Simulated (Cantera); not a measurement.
An isothermal, constant-pressure homogeneous reactor starts with NH3 : H2 = 1 : 0.61 (molar parts), at 1550 K and 1.01 bar. Integrator tolerance rtol = 1e-08.

Cantera simulation using the gas-phase N/H chemistry of the illustrative SiF4/NH3 mechanism in the Surface Chemkin manual (1991); the numbers are that mechanism's predictions, not measurements. Walls and surfaces, which speed up NH3 decomposition in real reactors, are not modelled.

Question: What does this change do: temperature 1550 to 2075 K?

Answer: 
| quantity | before | after |
|---|---|---|
| x(NH3) at 50.0 s | 0.185 (gas-phase equilibrium 1.70e-5) | 6.07e-6 (gas-phase equilibrium 5.70e-6) |
| x(H2) at 50.0 s | 0.681 (gas-phase equilibrium 0.808) | 0.806 (gas-phase equilibrium 0.806) |
| x(H) at 50.0 s | 2.27e-5 (gas-phase equilibrium 2.83e-5) | 0.00239 (gas-phase equilibrium 0.00239) |
| x(N) at 50.0 s | 8.41e-10 (gas-phase equilibrium <1e-12) | 1.18e-9 (gas-phase equilibrium 1.11e-9) |
| x(NH2) at 50.0 s | 1.41e-5 (gas-phase equilibrium 1.37e-9) | 5.38e-8 (gas-phase equilibrium 5.05e-8) |
| x(N2H4) at 50.0 s | 1.11e-8 (gas-phase equilibrium <1e-12) | <1e-12 (gas-phase equilibrium <1e-12) |
